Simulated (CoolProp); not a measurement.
Properties of n-perfluorohexane at several states.

Model: reference Helmholtz-energy equation of state, Gao 2022, in CoolProp.

| T (K) | p (kPa) | phase | density (kg/m³) | cv (kJ/(kg K)) | isothermal compressibility (1/MPa) | expansivity (1/kK) |
|---|---|---|---|---|---|---|
| 321.3 | 1020 | liquid | (withheld) | (withheld) | (withheld) | 1.887 |
| 369.4 | 261 | gas | 32.45 | 0.9023 | 4.395 | 4.118 |
| 233.4 | 685 | liquid | 1859 | 0.7523 | 0.001427 | 1.481 |
| 324 | 70 | gas | 9.201 | (withheld) | 15.00 | 3.618 |
| 385.2 | 32.8 | gas | 3.501 | 0.9127 | 30.84 | 2.700 |

Q: Complete the blanks.

A: 
- 321.3, density (kg/m³): 1612
- 321.3, cv (kJ/(kg K)): 0.8837
- 321.3, isothermal compressibility (1/MPa): 0.003598
- 324, cv (kJ/(kg K)): 0.8334
